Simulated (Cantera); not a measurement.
Mixture: CH₄ : C₂H₆ : C₃H₈ : O₂ : N₂ = 1 : 0.15 : 0.033 : 4.01 : 26 (molar parts), at 7500 Torr, adiabatic and at constant pressure. Ignition delay is the time to a rise of 400 K.

Detailed kinetics in Cantera: GRI-Mech 3.0 (53 species, 325 reactions).

Task: Predict: delay at 1300 K; delay at 1450 K; delay at 1600 K; delay at 1750 K; apparent activation energy between 1675 and 1825 K.

Result: 
```json
{
  "delay at 1300 K": "0.327 ms",
  "delay at 1450 K": "77.8 µs",
  "delay at 1600 K": "23.8 µs",
  "delay at 1750 K": "9.04 µs",
  "apparent activation energy between 1675 and 1825 K": "150 kJ/mol"
}
```
